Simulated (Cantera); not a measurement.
A closed system holds: 1 mol Si(CH₃)₄, 2.6 mol HCl, 3.6 mol H₂, equilibrated at 1752 °C and 1.60 mbar.

Cantera equilibrium calculation (NASA polynomials, part measured and part estimated; ideal gas, pure solids and liquids). Candidate condensed phases: C, C₆H₆, C₇H₈, C₈H₁₈, Si, SiC; 109 gas species. The tables' values for SiCl, SiCl₃ are old estimates; treat these amounts as uncertain. Equilibrium is a limit: real reactors are often held back by kinetics, nucleation or transport.

Base state: H₂ 0.754, HCl 0.186, H 0.0418, Cl 0.00766, SiCl₂ 0.00643, Si 0.00219, C₂H₂ (acetylene) 0.000683, SiCl 0.000495 (mole fractions); condensed: C(graphite) + SiC(s).

Problem. What changes in the equilibrium state with this change: H₂ from 3.6 to 540 mol?

Solution. 
| species | before | after |
|---|---|---|
| H₂ | 0.754 | 0.946 |
| H | 0.0418 | 0.0468 |
| HCl | 0.186 | 0.00444 |
| Cl | 0.00766 | 0.000163 |
| Si | 0.00219 | 0.00158 |
| SiCl₃ | 1.16e-5 | <1e-9 |
| SiCl₂ | 0.00643 | 2.11e-6 |
| SiCl | 0.000495 | 7.62e-6 |
| Si₂C | 6.65e-5 | 3.47e-5 |
| C(graphite), mol | 3.10 | 2.93 |
| SiC(s), mol | 0.882 | 0 |

Problem. What changes in the equilibrium state with this change: HCl from 2.6 to 0.054 mol?

Solution. 
```
species             before     after
----------------  --------  --------
H₂                   0.754     0.945
H                   0.0418    0.0468
HCl                  0.186   0.00524
Cl                 0.00766  0.000192
Si                 0.00219   0.00219
SiCl₃              1.16e-5     <1e-9
SiCl₂              0.00643   4.06e-6
SiCl              0.000495   1.24e-5
C₂H₂ (acetylene)  0.000683  0.000855
SiH                4.86e-5   5.44e-5
C(graphite), mol      3.10      3.01
SiC(s), mol          0.882     0.975
```
The tables' values for SiCl are old estimates; treat these amounts as uncertain.
